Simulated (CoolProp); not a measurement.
Vapour pressure (kPa) of R113: the reference equation beside estimates from Tc = 214.1 °C, pc = 3392 kPa, ω = 0.253. Clausius-Clapeyron is anchored at 65.85 °C with a constant enthalpy of vaporisation of 25.90 kJ/mol.

Model: reference Helmholtz-energy equation of state, Marx 1992, in CoolProp.

```csv
T (°C),reference,Clausius-Clapeyron,van der Waals,Peng-Robinson
57.85,140.6,143.1,582.8,140.4
65.85,178.7,178.7,659.4,178.1
73.85,224.3,220.9,742.3,223.3
81.85,278.2,270.5,831.8,276.8
89.85,341.5,328.2,927.9,339.6
97.85,415.0,394.9,1031,412.8
105.85,499.8,471.5,1141,497.3
113.85,597.0,558.8,1258,594.4
```

Absolute difference from the reference over all 8 rows, mean and median: Clausius-Clapeyron 3.4 and 3.3 %, van der Waals 196.6 and 185.4 %, Peng-Robinson 0.4 and 0.5 %.
